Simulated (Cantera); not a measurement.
## Moist CO burnout

An isothermal, constant-pressure homogeneous reactor starts with 0.381 % CO, 8.97 % O2, 0.0127 % H2O, 90.6 % N2, equivalence ratio 0.021, at 998 K and 15000 Pa.

Computed with Cantera and GRI-Mech 3.0 (53 species, 325 reactions).

```json
[
 {"t (s)": "0.000400", "x CO": "0.00381", "x O2": "0.0897", "x H2O": "0.000127", "x NO2": "<1e-12", "x OH": "<1e-12", "x NO": "<1e-12", "x H": "<1e-12"},
 {"t (s)": "0.00118", "x CO": "0.00381", "x O2": "0.0897", "x H2O": "0.000127", "x NO2": "<1e-12", "x OH": "<1e-12", "x NO": "<1e-12", "x H": "<1e-12"},
 {"t (s)": "0.00351", "x CO": "0.00381", "x O2": "0.0897", "x H2O": "0.000127", "x NO2": "<1e-12", "x OH": "<1e-12", "x NO": "<1e-12", "x H": "<1e-12"},
 {"t (s)": "0.0104", "x CO": "0.00381", "x O2": "0.0897", "x H2O": "0.000127", "x NO2": "<1e-12", "x OH": "1.86e-12", "x NO": "<1e-12", "x H": "<1e-12"},
 {"t (s)": "0.0308", "x CO": "0.00381", "x O2": "0.0897", "x H2O": "0.000127", "x NO2": "<1e-12", "x OH": "8.54e-12", "x NO": "<1e-12", "x H": "1.41e-12"},
 {"t (s)": "0.0911", "x CO": "0.00381", "x O2": "0.0897", "x H2O": "0.000127", "x NO2": "<1e-12", "x OH": "3.95e-11", "x NO": "<1e-12", "x H": "6.54e-12"},
 {"t (s)": "0.270", "x CO": "0.00381", "x O2": "0.0897", "x H2O": "0.000127", "x NO2": "<1e-12", "x OH": "3.85e-10", "x NO": "<1e-12", "x H": "6.39e-11"},
 {"t (s)": "0.798", "x CO": "0.00350", "x O2": "0.0895", "x H2O": "0.000125", "x NO2": "<1e-12", "x OH": "2.44e-6", "x NO": "1.58e-10", "x H": "9.41e-7"},
 {"t (s)": "2.36", "x CO": "0.000775", "x O2": "0.0883", "x H2O": "0.000126", "x NO2": "7.05e-11", "x OH": "1.68e-6", "x NO": "1.21e-8", "x H": "1.86e-7"},
 {"t (s)": "7.00", "x CO": "0.000113", "x O2": "0.0880", "x H2O": "0.000127", "x NO2": "2.65e-10", "x OH": "6.69e-7", "x NO": "2.21e-8", "x H": "1.10e-8"}
]
```
x: mole fraction; the columns are a selection and need not sum to one.

Equilibrium at this temperature and pressure: CO 1.90e-12, O2 0.0880, H2O 0.000127, NO2 2.91e-7, OH 5.11e-9, NO 2.14e-5, H <1e-12 (gas phase only).
